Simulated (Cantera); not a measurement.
Charge: 1 mol SiC, 0.35 mol H₂O, 3.7 mol H₂, 0.13 mol N₂O, equilibrated at 0.000950 bar.

Method: chemical equilibrium by Gibbs-energy minimisation in Cantera with the NASA 1993 tables (ideal gas, pure condensed phases). Candidate condensed phases: C, C₆H₆, C₇H₈, C₈H₁₈, H₂O, Si, SiC, SiO₂, Si₂N₂O, Si₃N₄; 151 gas species. Mutual solubility and eutectic melting of coexisting phases are not modelled. Rates play no part. All values below are at 777 °C.

Base state: H₂ 0.999, CO 0.000749, CH₄ 5.43e-5 (mole fractions); condensed: C(graphite) + SiC(s) + SiO₂(β-quartz) + Si₂N₂O(s).

Problem. What changes in the equilibrium state with this change: SiC replaced by Si?

Solution. 
```tsv
species	before	after
H₂	0.999	1.000
CO	0.000749	0
CH₄	5.43e-5	0
C(graphite), mol	0.430	0
SiC(s), mol	0.567	0
SiO₂(β-quartz), mol	0.173	0.175
Si₂N₂O(s), mol	0.130	0.130
Si(s), mol	0	0.565
```
